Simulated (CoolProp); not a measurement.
Nitrogen along the isobar 19.2 MPa: density (kg/m³) from the reference equation and from simpler models built on Tc = 126.2 K, pc = 3.396 MPa, ω = 0.037; each cubic takes its own stable root.

The numbers come from the reference Helmholtz-energy equation of state, Span 2000 in CoolProp.

```
T (K)          phase  reference  van der Waals  Redlich-Kwong  Peng-Robinson
-----  -------------  ---------  -------------  -------------  -------------
71.1          liquid      868.3          614.7          882.1          983.0
86.9          liquid      811.9          586.7          824.2          921.8
102.6         liquid      753.2          557.5          760.7          852.0
118.4         liquid      690.9          526.5          691.8          772.8
134.2  supercritical      624.7          494.2          619.5          686.2
150    supercritical      555.1          460.5          547.0          596.9
165.8  supercritical      485.9          426.2          478.8          512.6
181.6  supercritical      422.5          392.0          418.9          440.6
```
